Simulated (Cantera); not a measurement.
Charge: 1 mol C2H2, 0.02 mol H2O, a varied amount of H2, 1.8 mol NH3, at 573.15 K and 0.133 bar.

Equilibrium computed with Cantera from the NASA thermochemical tables; the gas is ideal and each condensed phase is pure. Candidate condensed phases: C, C6H6, C7H8, C8H18, H2O; 136 gas species. Kinetics and transport are ignored.

Question: At 1.9 mol H2, list the 4 most abundant gas species with their mole fractions, and the condensed phases.

Answer: CH4 0.443, H2 0.353, N2 0.199, H2O 0.00443. Condensed: gas only.
